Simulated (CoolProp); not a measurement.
The fluid at 298.15 K and 0.309 MPa is throttled through a valve to 0.0486 MPa with no heat exchange. The same conditions are run with several fluids, on thermodynamics alone (safety and materials aside).

Values from CoolProp's reference Helmholtz-energy equation of state of each fluid (propane: Lemmon 2009; C3F8 (R218): Lemmon 2006; carbonyl sulfide: Lemmon 2006; cyclopropane: Polt 1992; normal hydrogen: Leachman 2009). The equations of Platzer and Polt are older, rougher fits.

Rank propane, C3F8 (R218), carbonyl sulfide, cyclopropane, normal hydrogen by temperature change (K), highest first.

normal hydrogen (+0.1), C3F8 (R218) (-3.5), propane (-4.6), carbonyl sulfide (-5.4), cyclopropane (-6.6)

```json
[
 {"fluid": "propane", "final density (kg/m³)": "0.885"},
 {"fluid": "C3F8 (R218)", "final density (kg/m³)": "3.77"},
 {"fluid": "carbonyl sulfide", "final density (kg/m³)": "1.21"},
 {"fluid": "cyclopropane", "final density (kg/m³)": "0.851"},
 {"fluid": "normal hydrogen", "final density (kg/m³)": "0.0395"}
]
```
